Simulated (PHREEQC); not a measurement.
# Copper plating or etch bath

Dissolve 180 mmol/kgw CuSO4 and 0.075 mmol/kgw NaCl at 25 °C. Closed to the air; pH follows from the charge balance.

Equilibrium calculation in PHREEQC: ion-association model, phreeqc.dat.

Each row changes one thing in this solution. This is a speciation only: nothing precipitates in the calculation.

```csv
case,pH,ionic strength (mol/kgw),SO4-2 (mol/kgw),HSO4- (mol/kgw),Cl- (mol/kgw),Na+ (mol/kgw),SI of Halite (NaCl)
as made,4.44,0.347,0.0866,9.87e-5,7.05e-5,6.79e-5,-10.20
CuSO4 from 0.18 to 0.162 mol/kgw,4.46,0.316,?,9.02e-5,?,6.83e-5,-10.19
CuSO4 from 0.18 to 0.198 mol/kgw,4.43,0.377,0.0943,0.000107,7.02e-5,6.75e-5,-10.21
temperature from 25 to 45 °C,4.24,0.340,0.0849,0.000243,6.51e-5,6.75e-5,-10.26
NaCl from 7.5e-05 to 7.5e-06 mol/kgw,4.44,0.347,0.0866,9.88e-5,7.05e-6,6.79e-6,-12.20
CuSO4 replaced by CdSO4 at the same molality,5.83,0.314,0.0462,?,?,7.09e-5,-10.63
```

Problem. Fill in the missing entries.

Solution. 
- CuSO4 from 0.18 to 0.162 mol/kgw, SO4-2 (mol/kgw): 0.0789
- CuSO4 from 0.18 to 0.162 mol/kgw, Cl- (mol/kgw): 7.07e-5
- CuSO4 replaced by CdSO4 at the same molality, HSO4- (mol/kgw): 2.22e-6
- CuSO4 replaced by CdSO4 at the same molality, Cl- (mol/kgw): 2.49e-5

Complexes and solids missing from the database can't appear. Away from 25 °C the constants follow the database's enthalpies or fits; those with neither stay at their 25 °C values.
